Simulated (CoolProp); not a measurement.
1,2-dichloroethane along the isobar 3180 kPa: density (kg/m³) from the reference equation and from simpler models built on Tc = 561.6 K, pc = 5226 kPa, ω = 0.269; each cubic takes its own stable root.

Model: reference Helmholtz-energy equation of state, Thol 2015, in CoolProp.

| T (K) | phase | reference |
|---|---|---|
| 409.3 | liquid | 1074 |
| 420.6 | liquid | 1053 |
| 432 | liquid | 1031 |
| 443.3 | liquid | 1009 |
| 454.7 | liquid | 985.5 |
| 466 | liquid | 960.9 |
| 477.3 | liquid | 934.8 |
| 488.7 | liquid | 906.4 |
| 500 | liquid | 875.5 |

**Question.** How far does each simpler model (Redlich-Kwong, Soave-Redlich-Kwong, Peng-Robinson) lie from the reference over these 9 states: mean and median of the absolute difference, and the worst?

**Answer.** 
- Redlich-Kwong: mean 18.2 %, median 17.8 %, worst -21.4 % at 500 K and 3180 kPa
- Soave-Redlich-Kwong: mean 14.1 %, median 13.7 %, worst -16.9 % at 500 K and 3180 kPa
- Peng-Robinson: mean 2.7 %, median 2.3 %, worst -5.9 % at 500 K and 3180 kPa
